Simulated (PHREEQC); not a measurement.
A solution holds 15 mmol/kgw HCl, 5 mmol/kgw Al2(SO4)3 and 9.3 mmol/kgw Fe2(SO4)3, at 25 °C. Closed to the air; pH follows from the charge balance.

Computed with PHREEQC (ion-association model, wateq4f.dat).

Q: The ionic strength comes out as 0.0643 mol/kgw. What activity coefficients do FeHSO4+2, Fe2(OH)2+4, FeCl2+, Cl-, Al(SO4)2- get?

A: FeHSO4+2 0.42, Fe2(OH)2+4 0.032, FeCl2+ 0.81, Cl- 0.80, Al(SO4)2- 0.81.

Precipitation was switched off in this run. The solution is supersaturated, for example in Hematite (slow to form), Goethite (slow to form), so a real one may precipitate; this is no full list.
